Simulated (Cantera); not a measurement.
Feed: 1 mol C2H2, 0.22 mol CO2, 5.1 mol H2, at 2150 K and 62.0 Pa.

These are equilibrium values from Cantera (NASA tables, ideal gas, pure condensed phases), not measurements of a reactor. Candidate condensed phases: C, C6H6, C7H8, C8H18, H2O; 110 gas species. Rates play no part.

Base state: H2 0.786, H 0.150, CO 0.0622, C2H2 (acetylene) 0.00152 (mole fractions); condensed: C(graphite).

Q: What changes in the equilibrium state with this change: temperature from 2150 K to 2448 K?

A: 
| species | before | after |
|---|---|---|
| H | 0.150 | 0.521 |
| H2 | 0.786 | 0.425 |
| CO | 0.0622 | 0.0497 |
| C2 | 1.20e-7 | 3.20e-5 |
| C3 | 1.38e-6 | 0.000351 |
| C(graphite), mol | 1.76 | 1.70 |
